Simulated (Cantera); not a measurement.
Cantera run:

```python
import numpy as np
import cantera as ct

gas_names = """
    CL CL2 H HCL H2 Si SiCL SiCL2 SiCL3 SiCL4 SiH SiHCL3 SiH2 SiH2CL2 SiH3 SiH3CL SiH4 Si2 Si3
""".split()
cond_names = """
    Si(cr) Si(L)
""".split()


# ... load() reads the species with a 1 bar reference pressure and builds the phases ...
atoms = {
    'Si': {'Si': 1},
    'Cl2': {'CL': 2},
    'H2': {'H': 2},
}
top_T = {}  # K; cautious upper limits of use, not melting points


# ... equilibrate(T, P, feed) seeds the gas with the atoms and calls Mixture.equilibrate('TP', solver="vcs", rtol=1e-11, max_steps=5000) ...
results = []
feed = {'Si': 1, 'Cl2': 0.074, 'H2': 8.5}  # mol
T = 700  # K
P = 1600  # Pa
mix = equilibrate(T, P, feed)
results.append((T, P, feed, dict(zip(mix.species_names, mix.species_moles))))
print(gas.report(threshold=1e-06))
for i in range(1, mix.n_phases):
    print(f"{mix.phase(i).name:16s} {mix.phase_moles(i):12.5e} mol")
```

Output:

```
       temperature   700 K
          pressure   1600 Pa
           density   0.00075728 kg/m^3
  mean mol. weight   2.7547 kg/kmol
   phase of matter   gas

                          1 kg             1 kmol
                     ---------------   ---------------
          enthalpy        3.2781e+06          9.03e+06  J
   internal energy        1.1653e+06        3.2099e+06  J
           entropy             69517        1.9149e+05  J/K
    Gibbs function       -4.5384e+07       -1.2502e+08  J
 heat capacity c_p             10774             29679  J/K
 heat capacity c_v            7755.9             21365  J/K

                      mass frac. Y      mole frac. X     chem. pot. / RT
                     ---------------   ---------------   ---------------
               HCL         0.0047623        0.00035982           -51.387
                H2           0.72815           0.99494           -20.838
             SiCL4           0.18251         0.0029593           -166.88
            SiHCL3          0.082237         0.0016725           -136.33
           SiH2CL2         0.0022805        6.2197e-05           -105.78
     [  +14 minor]        5.9919e-05        1.5042e-06

Si(cr)            9.59928e-01 mol
```

Cantera equilibrium calculation (NASA polynomials, part measured and part estimated; ideal gas, pure solids and liquids).
